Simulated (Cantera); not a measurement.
Feed: 1 mol Si, 5.6 mol HBr, 0.54 mol N₂, equilibrated at 975 °C.

Method: chemical equilibrium by Gibbs-energy minimisation in Cantera with the NASA 1993 tables (ideal gas, pure condensed phases). Candidate condensed phases: Br₂, Si, Si₃N₄; 28 gas species. N₂ is the only nitrogen source here; it is nearly inert below about 1500 K, so the nitride shown seldom forms there in practice. Kinetics and transport are ignored.

Problem. What share of the Si ends up in condensed phases as a function of P (Pa), at 1, 3.60, 13, 46, 170, 600, 2200, 7700, 28000, 100000?

Solution. 
```json
[
 {"P (Pa)": "1", "Si condensed (%)": "0.0", "as": "-"},
 {"P (Pa)": "3.60", "Si condensed (%)": "0.0", "as": "-"},
 {"P (Pa)": "13", "Si condensed (%)": "2.4", "as": "Si₃N₄(s)"},
 {"P (Pa)": "46", "Si condensed (%)": "22.3", "as": "Si₃N₄(s)"},
 {"P (Pa)": "170", "Si condensed (%)": "34.6", "as": "Si₃N₄(s)"},
 {"P (Pa)": "600", "Si condensed (%)": "38.7", "as": "Si₃N₄(s)"},
 {"P (Pa)": "2200", "Si condensed (%)": "38.3", "as": "Si₃N₄(s)"},
 {"P (Pa)": "7700", "Si condensed (%)": "35.9", "as": "Si₃N₄(s)"},
 {"P (Pa)": "28000", "Si condensed (%)": "32.6", "as": "Si₃N₄(s)"},
 {"P (Pa)": "100000", "Si condensed (%)": "29.0", "as": "Si₃N₄(s)"}
]
```
